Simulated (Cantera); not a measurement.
Feed: 1 mol Si₂Cl₆, a varied amount of H₂, equilibrated at 1002 °C and 195 Torr.

Equilibrium computed with Cantera from the NASA thermochemical tables; the gas is ideal and each condensed phase is pure. Candidate condensed phases: Si; 19 gas species. The feed counts by its element totals alone. The tables' values for SiCl₃ are old estimates; treat these amounts as uncertain. The numbers say what is thermodynamically allowed, not how fast it happens.

x: gas mole fraction; n: condensed amount in mol.

```json
[
 {"n(H₂) (mol)": "62", "x H₂": "0.937", "x HCl": "0.0463", "x SiCl₂": "0.00592", "x SiCl₄": "0.00438", "x SiHCl₃": "0.00358", "x SiCl₃": "0.00200", "x SiH₂Cl₂": "0.000406", "n Si(s)": "0.951"},
 {"n(H₂) (mol)": "78", "x H₂": "0.947", "x HCl": "…", "x SiCl₂": "…", "x SiCl₄": "…", "x SiHCl₃": "…", "x SiCl₃": "0.00142", "x SiH₂Cl₂": "…", "n Si(s)": "…"},
 {"n(H₂) (mol)": "98", "x H₂": "0.955", "x HCl": "0.0368", "x SiCl₂": "0.00368", "x SiCl₄": "0.00169", "x SiHCl₃": "0.00177", "x SiCl₃": "0.000977", "x SiH₂Cl₂": "0.000257", "n Si(s)": "1.16"},
 {"n(H₂) (mol)": "120", "x H₂": "0.961", "x HCl": "0.0328", "x SiCl₂": "0.00289", "x SiCl₄": "0.00105", "x SiHCl₃": "0.00124", "x SiCl₃": "0.000682", "x SiH₂Cl₂": "0.000204", "n Si(s)": "1.25"},
 {"n(H₂) (mol)": "150", "x H₂": "0.967", "x HCl": "…", "x SiCl₂": "…", "x SiCl₄": "…", "x SiHCl₃": "…", "x SiCl₃": "0.000445", "x SiH₂Cl₂": "…", "n Si(s)": "…"},
 {"n(H₂) (mol)": "190", "x H₂": "0.973", "x HCl": "0.0242", "x SiCl₂": "0.00156", "x SiCl₄": "0.000306", "x SiHCl₃": "0.000496", "x SiCl₃": "0.000271", "x SiH₂Cl₂": "0.000111", "n Si(s)": "1.47"},
 {"n(H₂) (mol)": "250", "x H₂": "0.979", "x HCl": "0.0197", "x SiCl₂": "0.00103", "x SiCl₄": "0.000133", "x SiHCl₃": "0.000267", "x SiCl₃": "0.000145", "x SiH₂Cl₂": "7.39e-5", "n Si(s)": "1.58"},
 {"n(H₂) (mol)": "310", "x H₂": "0.982", "x HCl": "0.0166", "x SiCl₂": "0.000728", "x SiCl₄": "6.63e-5", "x SiHCl₃": "0.000158", "x SiCl₃": "8.61e-5", "x SiH₂Cl₂": "5.23e-5", "n Si(s)": "1.66"},
 {"n(H₂) (mol)": "390", "x H₂": "0.986", "x HCl": "0.0137", "x SiCl₂": "0.000492", "x SiCl₄": "3.03e-5", "x SiHCl₃": "8.81e-5", "x SiCl₃": "4.79e-5", "x SiH₂Cl₂": "3.55e-5", "n Si(s)": "1.73"},
 {"n(H₂) (mol)": "490", "x H₂": "0.988", "x HCl": "0.0112", "x SiCl₂": "0.000328", "x SiCl₄": "1.35e-5", "x SiHCl₃": "4.80e-5", "x SiCl₃": "2.61e-5", "x SiH₂Cl₂": "2.37e-5", "n Si(s)": "1.78"},
 {"n(H₂) (mol)": "610", "x H₂": "0.991", "x HCl": "0.00917", "x SiCl₂": "0.000220", "x SiCl₄": "6.05e-6", "x SiHCl₃": "2.64e-5", "x SiCl₃": "1.43e-5", "x SiH₂Cl₂": "1.59e-5", "n Si(s)": "1.82"}
]
```

Question: Some entries are withheld; supply them.

Answer: 
- 150, x HCl: 0.0285
- 150, x SiCl₂: 0.00217
- 150, x SiCl₄: 0.000591
- 150, x SiHCl₃: 0.000810
- 150, x SiH₂Cl₂: 0.000154
- 150, n Si(s): 1.36
- 78, x HCl: 0.0415
- 78, x SiCl₂: 0.00471
- 78, x SiCl₄: 0.00277
- 78, x SiHCl₃: 0.00255
- 78, x SiH₂Cl₂: 0.000326
- 78, n Si(s): 1.05
